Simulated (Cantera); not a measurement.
Feed: 1 mol SiH₂Cl₂, a varied amount of NH₃, 0.21 mol H₂, equilibrated at 823.15 K and 1.00 mbar.

Method: chemical equilibrium by Gibbs-energy minimisation in Cantera with the NASA 1993 tables (ideal gas, pure condensed phases). Candidate condensed phases: NH₄Cl, Si, Si₃N₄; 28 gas species. Kinetics and transport are ignored.

x: gas mole fraction; n: condensed amount in mol.

```json
[
 {"n(NH₃) (mol)": "1.9", "x H₂": "0.603", "x HCl": "0.321", "x N₂": "0.0624", "x SiCl₄": "0.0136", "x SiHCl₃": "…", "x SiCl₃": "1.37e-6", "n Si₃N₄(s)": "0.309"},
 {"n(NH₃) (mol)": "3.2", "x H₂": "0.636", "x HCl": "0.242", "x N₂": "0.119", "x SiCl₄": "0.00254", "x SiHCl₃": "…", "x SiCl₃": "3.49e-7", "n Si₃N₄(s)": "0.327"},
 {"n(NH₃) (mol)": "5.4", "x H₂": "0.674", "x HCl": "0.161", "x N₂": "0.165", "x SiCl₄": "0.000355", "x SiHCl₃": "…", "x SiCl₃": "7.57e-8", "n Si₃N₄(s)": "0.332"},
 {"n(NH₃) (mol)": "9", "x H₂": "0.702", "x HCl": "0.102", "x N₂": "0.196", "x SiCl₄": "4.77e-5", "x SiHCl₃": "…", "x SiCl₃": "1.63e-8", "n Si₃N₄(s)": "0.333"},
 {"n(NH₃) (mol)": "15", "x H₂": "0.720", "x HCl": "0.0634", "x N₂": "0.217", "x SiCl₄": "6.29e-6", "x SiHCl₃": "…", "x SiCl₃": "3.51e-9", "n Si₃N₄(s)": "0.333"},
 {"n(NH₃) (mol)": "25", "x H₂": "0.732", "x HCl": "0.0388", "x N₂": "0.230", "x SiCl₄": "8.23e-7", "x SiHCl₃": "…", "x SiCl₃": "7.57e-10", "n Si₃N₄(s)": "0.333"},
 {"n(NH₃) (mol)": "42", "x H₂": "0.739", "x HCl": "0.0234", "x N₂": "0.238", "x SiCl₄": "1.04e-7", "x SiHCl₃": "…", "x SiCl₃": "1.59e-10", "n Si₃N₄(s)": "0.333"}
]
```

**Question.** What belongs in the gaps?

**Answer.** 
- 1.9, x SiHCl₃: 3.09e-5
- 3.2, x SiHCl₃: 8.08e-6
- 5.4, x SiHCl₃: 1.80e-6
- 9, x SiHCl₃: 3.96e-7
- 15, x SiHCl₃: 8.64e-8
- 25, x SiHCl₃: 1.88e-8
- 42, x SiHCl₃: 3.97e-9
